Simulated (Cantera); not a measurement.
A Cantera script and what it prints.

```python
import numpy as np
import cantera as ct

gas_names = """
    C CH CH2 CH3 CH4 C2 C2H C2H2,acetylene C2H2,vinylidene C2H3,vinyl C2H4 C2H5 C2H6 C3 C3H3,propargyl
    C3H4,allene C3H4,propyne C3H4,cyclo- C3H5,allyl C3H6,propylene C3H6,cyclo- C3H7,n-propyl
    C3H7,i-propyl C3H8 C4 C4H2 C4H4,1,3-cyclo- C4H6,butadiene C4H6,2-butyne C4H6,cyclo- C4H8,1-butene
    C4H8,cis2-buten C4H8,tr2-butene C4H8,isobutene C4H8,cyclo- C4H9,n-butyl C4H9,i-butyl C4H9,s-butyl
    C4H9,t-butyl C4H10,isobutane C4H10,n-butane C5 C5H6,1,3cyclo- C5H8,cyclo- C5H10,1-pentene
    C5H10,cyclo- C5H11,pentyl C5H11,t-pentyl C5H12,n-pentane C5H12,i-pentane CH3C(CH3)2CH3 C6H2
    C6H5,phenyl C6H6 C6H10,cyclo- C6H12,1-hexene C6H12,cyclo- C6H13,n-hexyl C7H7,benzyl C7H8
    C7H14,1-heptene C7H15,n-heptyl C7H16,n-heptane C8H8,styrene C8H10,ethylbenz C8H16,1-octene
    C8H17,n-octyl C8H18,isooctane C8H18,n-octane C9H19,n-nonyl C10H8,naphthale C10H21,n-decyl
    C12H9,o-bipheny C12H10,bipheny H H2 Si SiC SiC2 SiC4H12 SiH SiH2 SiH3 SiH4 Si2 Si2C Si3
""".split()
cond_names = """
    C(gr) C6H6(L) C7H8(L) C8H18(L),n-octa Si(cr) Si(L) SiC(b)
""".split()


def load(file, names, dense=False):
    # The tables refer to 1 bar. Condensed volumes are neglected.
    table = {s.name: s for s in ct.Species.list_from_file(file)}
    out = []
    for n in names:
        d = dict(table[n].input_data)
        d["thermo"] = dict(d["thermo"], **{"reference-pressure": 1e5})
        if dense:
            d["equation-of-state"] = {"model": "constant-volume", "density": "1e6 g/cm^3"}
        out.append(ct.Species.from_dict(d))
    return out


gas = ct.Solution(thermo="ideal-gas", species=load("nasa_gas.yaml", gas_names))
cond = {s.name: ct.Solution(thermo="fixed-stoichiometry", species=[s], name=s.name)
        for s in load("nasa_condensed.yaml", cond_names, dense=True)}
atoms = {
    'SiH4': {'Si': 1, 'H': 4},
    'C3H8': {'C': 3, 'H': 8},
    'H2': {'H': 2},
}
top_T = {'C(gr)': 4500, 'SiC(b)': 3050}  # K; cautious upper limits of use, not melting points


def equilibrate(T, P, feed):
    n = {}
    for name, mol in feed.items():
        for a, k in atoms[name].items():
            n[a] = n.get(a, 0.0) + k * mol
    gas.TPX = T, P, n
    mass = sum(n.values()) * gas.mean_molecular_weight
    gas.equilibrate("TP")
    valid = [c for c in cond.values() if c.min_temp <= T <= top_T.get(c.name, c.max_temp)]
    mix = ct.Mixture([(gas, mass / gas.mean_molecular_weight)] + [(c, 0.0) for c in valid])
    mix.T, mix.P = T, P
    mix.equilibrate("TP", solver="vcs", rtol=1e-11, max_steps=5000)
    return mix


results = []
feed = {'SiH4': 1, 'C3H8': 0.045, 'H2': 21}  # mol
T = 2123  # K
P = 10000  # Pa
mix = equilibrate(T, P, feed)
results.append((T, P, feed, dict(zip(mix.species_names, mix.species_moles))))
x = sorted(zip(gas.X, gas.species_names), reverse=True)
print(f"T = {T:g} K  P = {P:g} Pa  gas = {mix.phase_moles(0):.4g} mol")
print("   x: " + "  ".join(f"{s} {v:.3e}" for v, s in x if v > 0.0001))
print("   condensed (mol): " + ("  ".join(f"{mix.phase(i).name} {mix.phase_moles(i):.4g}"
      for i in range(1, mix.n_phases) if mix.phase_moles(i) > 1e-12) or "none"))
```

Output:

```
T = 2123 K  P = 10000 Pa  gas = 23.36 mol
   x: H2 9.864e-01  H 1.127e-02  Si 1.700e-03  SiH 2.760e-04  SiH2 2.023e-04
   condensed (mol): Si(L) 0.8116  SiC(b) 0.1326
```

Method: chemical equilibrium by Gibbs-energy minimisation in Cantera with the NASA 1993 tables (ideal gas, pure condensed phases). Mutual solubility and eutectic melting of coexisting phases are not modelled. Gases not in the tables: Si2H6 and higher silanes.
